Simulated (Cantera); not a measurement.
Input: 1 mol Cu2O, 0.37 mol H2, 0.51 mol N2, at 17.0 mbar.

Cantera equilibrium calculation (NASA polynomials, part measured and part estimated; ideal gas, pure solids and liquids). Candidate condensed phases: Cu, CuO, Cu(OH)2, Cu2O, H2O; 27 gas species. Each liquid is taken as pure. Mutual solubility and eutectic melting of coexisting phases are not modelled. Equilibrium is a limit: real reactors are often held back by kinetics, nucleation or transport.

x: gas mole fraction; n: condensed amount in mol.

```json
[
 {"T (K)": "725", "x N2": "0.580", "x H2O": "0.420", "x O2": "<1e-12", "x Cu": "<1e-12", "x OH": "<1e-12", "x NO": "<1e-12", "x O": "<1e-12", "n Cu(s)": "0.740", "n Cu2O(s)": "0.630", "n Cu(l)": "0", "n Cu2O(l)": "0"},
 {"T (K)": "925", "x N2": "0.580", "x H2O": "0.420", "x O2": "2.33e-10", "x Cu": "3.54e-11", "x OH": "7.73e-10", "x NO": "3.67e-10", "x O": "<1e-12", "n Cu(s)": "0.740", "n Cu2O(s)": "0.630", "n Cu(l)": "0", "n Cu2O(l)": "0"},
 {"T (K)": "1125", "x N2": "0.580", "x H2O": "0.420", "x O2": "…", "x Cu": "…", "x OH": "…", "x NO": "…", "x O": "…", "n Cu(s)": "0.740", "n Cu2O(s)": "0.630", "n Cu(l)": "0", "n Cu2O(l)": "0"},
 {"T (K)": "1325", "x N2": "0.579", "x H2O": "0.420", "x O2": "0.000115", "x Cu": "1.65e-5", "x OH": "1.21e-5", "x NO": "9.33e-6", "x O": "2.27e-8", "n Cu(s)": "0.740", "n Cu2O(s)": "0.630", "n Cu(l)": "0", "n Cu2O(l)": "0"},
 {"T (K)": "1525", "x N2": "0.574", "x H2O": "0.416", "x O2": "0.00914", "x Cu": "0.000732", "x OH": "0.000250", "x NO": "0.000246", "x O": "4.15e-6", "n Cu(s)": "0", "n Cu2O(s)": "0", "n Cu(l)": "0.772", "n Cu2O(l)": "0.613"},
 {"T (K)": "1725", "x N2": "…", "x H2O": "…", "x O2": "…", "x Cu": "…", "x OH": "…", "x NO": "…", "x O": "…", "n Cu(s)": "0", "n Cu2O(s)": "0", "n Cu(l)": "…", "n Cu2O(l)": "…"},
 {"T (K)": "1925", "x N2": "0.371", "x H2O": "0.267", "x O2": "0.226", "x Cu": "0.123", "x OH": "0.00644", "x NO": "0.00440", "x O": "0.00134", "n Cu(s)": "0", "n Cu2O(s)": "0", "n Cu(l)": "1.83", "n Cu2O(l)": "0"}
]
```

Question: What belongs in the gaps?

Answer: 
- 1125, x O2: 5.40e-7
- 1125, x Cu: 7.86e-8
- 1125, x OH: 2.29e-7
- 1125, x NO: 1.46e-7
- 1125, x O: 2.60e-11
- 1725, x N2: 0.519
- 1725, x H2O: 0.376
- 1725, x O2: 0.0874
- 1725, x Cu: 0.0129
- 1725, x OH: 0.00185
- 1725, x NO: 0.00167
- 1725, x O: 0.000132
- 1725, n Cu(l): 1.07
- 1725, n Cu2O(l): 0.456
